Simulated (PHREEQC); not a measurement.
Dissolve 0.089 mol/kgw Fe(NO3)3 at 25 °C. Closed to the air; pH follows from the charge balance.

Model: ion-association model, phreeqc.dat, run in PHREEQC.

```
quantity                  before  after
------------------------  ------  -----
pH                          1.66   3.29
ionic strength (mol/kgw)   0.520  0.533
```

### Question
Name the change that produced these shifts.
A. temperature from 25 to 10 °C
B. Fe(NO3)3 replaced by NaNO3 at the same molality
C. Fe(NO3)3 replaced by Al(NO3)3 at the same molality
D. Fe(NO3)3 replaced by Cu(NO3)2 at the same molality
E. temperature from 25 to 30 °C

### Answer
C, Fe(NO3)3 replaced by Al(NO3)3 at the same molality

This is a speciation only: nothing precipitates in the calculation. Some of these states are supersaturated (in Hematite (slow to form), Goethite (slow to form), for instance).
